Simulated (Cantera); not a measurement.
Cantera with NASA thermochemical tables; ideal gases at 1 bar, condensed phases pure. Values are per mole of reaction as written; species without (g) are pure solids or liquids, kept so even where they would boil at 1 bar.

2 OH(g) + 4 Li = H2(g) + 2 Li2O

```tsv
T (K)	ΔH° (kJ)	ΔS° (J/K)	ΔG° (kJ)	log10 K
998	[?]	[?]	[?]	[?]
1098	[?]	[?]	[?]	[?]
1198	-1279.2	-300.5	-919.1	40.08
1298	-1275.5	-297.6	-889.2	35.78
1398	[?]	[?]	[?]	[?]
1498	-1267.5	-291.9	-830.3	28.95
1598	-1263.3	-289.1	-801.2	26.19
```

Question: Complete the blanks.

Answer: 
- 998, ΔH° (kJ): -1286.0
- 998, ΔS° (J/K): -305.9
- 998, ΔG° (kJ): -980.6
- 998, log10 K: 51.33
- 1098, ΔH° (kJ): -1282.5
- 1098, ΔS° (J/K): -303.4
- 1098, ΔG° (kJ): -949.3
- 1098, log10 K: 45.16
- 1398, ΔH° (kJ): -1271.6
- 1398, ΔS° (J/K): -294.7
- 1398, ΔG° (kJ): -859.6
- 1398, log10 K: 32.12
